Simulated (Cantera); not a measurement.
Charge: 1 mol NaI, 2 mol H2, at 0.770 Pa.

These are equilibrium values from Cantera (NASA tables, ideal gas, pure condensed phases), not measurements of a reactor. Candidate condensed phases: I2, Na, NaI; 9 gas species. Rates play no part.

Q: At 800 °C, list the 5 most abundant gas species with their mole fractions, and the condensed phases.

A: H2 0.665, NaI 0.331, Na 0.00180, I 0.00162, HI 0.000179. Condensed: gas only.
